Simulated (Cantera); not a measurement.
Cantera run:

```python
import numpy as np
import cantera as ct

gas_names = """
    H H2 N NH NH2 NH3 N2 N2H2 N2H4 V VN
""".split()
cond_names = """
    V(cr) V(L) VN(s)
""".split()


def load(file, names, dense=False):
    # The tables refer to 1 bar. Condensed volumes are neglected.
    table = {s.name: s for s in ct.Species.list_from_file(file)}
    out = []
    for n in names:
        d = dict(table[n].input_data)
        d["thermo"] = dict(d["thermo"], **{"reference-pressure": 1e5})
        if dense:
            d["equation-of-state"] = {"model": "constant-volume", "density": "1e6 g/cm^3"}
        out.append(ct.Species.from_dict(d))
    return out


gas = ct.Solution(thermo="ideal-gas", species=load("nasa_gas.yaml", gas_names))
cond = {s.name: ct.Solution(thermo="fixed-stoichiometry", species=[s], name=s.name)
        for s in load("nasa_condensed.yaml", cond_names, dense=True)}
atoms = {
    'V': {'V': 1},
    'NH3': {'N': 1, 'H': 3},
}
top_T = {'VN(s)': 2300}  # K; cautious upper limits of use, not melting points


def equilibrate(T, P, feed):
    n = {}
    for name, mol in feed.items():
        for a, k in atoms[name].items():
            n[a] = n.get(a, 0.0) + k * mol
    gas.TPX = T, P, n
    mass = sum(n.values()) * gas.mean_molecular_weight
    gas.equilibrate("TP")
    valid = [c for c in cond.values() if c.min_temp <= T <= top_T.get(c.name, c.max_temp)]
    mix = ct.Mixture([(gas, mass / gas.mean_molecular_weight)] + [(c, 0.0) for c in valid])
    mix.T, mix.P = T, P
    mix.equilibrate("TP", solver="vcs", rtol=1e-11, max_steps=5000)
    return mix


results = []
feed = {'V': 1, 'NH3': 0.51}  # mol
P = 133.322  # Pa
for T in [1125, 1275, 1425, 1575, 1725, 1875, 2025, 2175]:
    mix = equilibrate(T, P, feed)
    results.append((T, P, feed, dict(zip(mix.species_names, mix.species_moles))))
    x = sorted(zip(gas.X, gas.species_names), reverse=True)
    print(f"T = {T:g} K  P = {P:g} Pa  gas = {mix.phase_moles(0):.4g} mol")
    print("   x: " + "  ".join(f"{s} {v:.3e}" for v, s in x if v > 0.0001))
    print("   condensed (mol): " + ("  ".join(f"{mix.phase(i).name} {mix.phase_moles(i):.4g}"
          for i in range(1, mix.n_phases) if mix.phase_moles(i) > 1e-12) or "none"))
```

Output:

```
T = 1125 K  P = 133.322 Pa  gas = 0.765 mol
   x: H2 1.000e+00
   condensed (mol): V(cr) 0.49  VN(s) 0.51
T = 1275 K  P = 133.322 Pa  gas = 0.765 mol
   x: H2 1.000e+00
   condensed (mol): V(cr) 0.49  VN(s) 0.51
T = 1425 K  P = 133.322 Pa  gas = 0.7651 mol
   x: H2 9.998e-01  H 1.868e-04
   condensed (mol): V(cr) 0.4901  VN(s) 0.5099
T = 1575 K  P = 133.322 Pa  gas = 0.7667 mol
   x: H2 9.971e-01  N2 1.714e-03  H 1.137e-03
   condensed (mol): V(cr) 0.4926  VN(s) 0.5074
T = 1725 K  P = 133.322 Pa  gas = 0.7887 mol
   x: H2 9.675e-01  N2 2.748e-02  H 5.003e-03
   condensed (mol): V(cr) 0.5333  VN(s) 0.4666
T = 1875 K  P = 133.322 Pa  gas = 1.028 mol
   x: H2 7.363e-01  N2 2.480e-01  H 1.540e-02  V 2.290e-04
   condensed (mol): V(cr) 0.9998
T = 2025 K  P = 133.322 Pa  gas = 1.046 mol
   x: H2 7.093e-01  N2 2.438e-01  H 4.439e-02  V 2.511e-03
   condensed (mol): V(cr) 0.9974
T = 2175 K  P = 133.322 Pa  gas = 1.1 mol
   x: H2 6.416e-01  N2 2.317e-01  H 1.071e-01  V 1.958e-02
   condensed (mol): V(cr) 0.9784
```

Method: chemical equilibrium by Gibbs-energy minimisation in Cantera with the NASA 1993 tables (ideal gas, pure condensed phases). Mutual solubility and eutectic melting of coexisting phases are not modelled. VN: taken at fixed stoichiometry. Condensed phases not in the tables: V2N, N, O or C dissolved in the metal.
